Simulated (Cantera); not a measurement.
Input: 1 mol PbO, 0.33 mol CH₄, 0.76 mol N₂, held at 1373.15 K and 11.0 mbar.

Equilibrium computed with Cantera from the NASA thermochemical tables; the gas is ideal and each condensed phase is pure. Candidate condensed phases: C, C₆H₆, C₇H₈, C₈H₁₈, H₂O, Pb, PbO, PbO₂, Pb₃O₄; 139 gas species. Kinetics and transport are ignored.

What is the equilibrium state?


```
Quantity                                    Value
--------------------------------------  ---------
x(Pb)                                       0.363
x(N₂)                                       0.276
x(H₂O)                                      0.175
x(CO₂)                                     0.0682
x(H₂)                                      0.0647
x(CO)                                      0.0518
x(PbO)                                   0.000151
x(Pb₂)                                    3.90e-5
x(H)                                      8.09e-6
gas amount                              2.750 mol
log10 activity of Pb(l) (absent)            -0.21
log10 activity of C(graphite) (absent)      -6.01
```
